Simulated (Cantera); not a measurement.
Charge: 1 mol Ti(OiPr)4, 1.7 mol CH4, equilibrated at 12000 Pa.

Method: chemical equilibrium by Gibbs-energy minimisation in Cantera with the NASA 1993 tables (ideal gas, pure condensed phases). Candidate condensed phases: C, C6H6, C7H8, C8H18, H2O, Ti, TiC, TiO, TiO2, Ti2O3, Ti3O5, Ti4O7; 113 gas species. The feed counts by its element totals alone. TiC: taken at fixed stoichiometry. Rates play no part.

x: gas mole fraction; n: condensed amount in mol.

```json
[
 {"T (K)": "1250", "x H2": "0.881", "x CO": "0.118", "x CH4": "0.00102", "x H": "…", "x H2O": "0.000188", "x C2H2 (acetylene)": "2.22e-7", "n C(graphite)": "11.4", "n Ti3O5(s)": "0.333", "n TiC(s)": "0"},
 {"T (K)": "1300", "x H2": "0.881", "x CO": "0.118", "x CH4": "0.000732", "x H": "…", "x H2O": "0.000114", "x C2H2 (acetylene)": "5.08e-7", "n C(graphite)": "11.4", "n Ti3O5(s)": "0.333", "n TiC(s)": "0"},
 {"T (K)": "1350", "x H2": "0.813", "x CO": "0.187", "x CH4": "0.000457", "x H": "…", "x H2O": "0.000104", "x C2H2 (acetylene)": "1.01e-6", "n C(graphite)": "8.69", "n Ti3O5(s)": "0", "n TiC(s)": "1.00"},
 {"T (K)": "1400", "x H2": "0.813", "x CO": "0.187", "x CH4": "0.000342", "x H": "…", "x H2O": "6.79e-5", "x C2H2 (acetylene)": "2.05e-6", "n C(graphite)": "8.69", "n Ti3O5(s)": "0", "n TiC(s)": "1.00"},
 {"T (K)": "1450", "x H2": "0.813", "x CO": "0.187", "x CH4": "0.000262", "x H": "…", "x H2O": "4.55e-5", "x C2H2 (acetylene)": "3.96e-6", "n C(graphite)": "8.70", "n Ti3O5(s)": "0", "n TiC(s)": "1.00"},
 {"T (K)": "1500", "x H2": "0.813", "x CO": "0.187", "x CH4": "0.000204", "x H": "…", "x H2O": "3.13e-5", "x C2H2 (acetylene)": "7.33e-6", "n C(graphite)": "8.70", "n Ti3O5(s)": "0", "n TiC(s)": "1.00"},
 {"T (K)": "1550", "x H2": "0.813", "x CO": "0.187", "x CH4": "0.000161", "x H": "…", "x H2O": "2.21e-5", "x C2H2 (acetylene)": "1.30e-5", "n C(graphite)": "8.70", "n Ti3O5(s)": "0", "n TiC(s)": "1.00"},
 {"T (K)": "1600", "x H2": "0.813", "x CO": "0.187", "x CH4": "0.000129", "x H": "…", "x H2O": "1.59e-5", "x C2H2 (acetylene)": "2.24e-5", "n C(graphite)": "8.70", "n Ti3O5(s)": "0", "n TiC(s)": "1.00"},
 {"T (K)": "1650", "x H2": "0.813", "x CO": "0.187", "x CH4": "0.000105", "x H": "…", "x H2O": "1.17e-5", "x C2H2 (acetylene)": "3.71e-5", "n C(graphite)": "8.70", "n Ti3O5(s)": "0", "n TiC(s)": "1.00"}
]
```

Task: Some entries are withheld; supply them.

Result: 
- 1250, x H: 1.31e-6
- 1300, x H: 3.00e-6
- 1350, x H: 6.20e-6
- 1400, x H: 1.27e-5
- 1450, x H: 2.46e-5
- 1500, x H: 4.58e-5
- 1550, x H: 8.20e-5
- 1600, x H: 0.000141
- 1650, x H: 0.000236
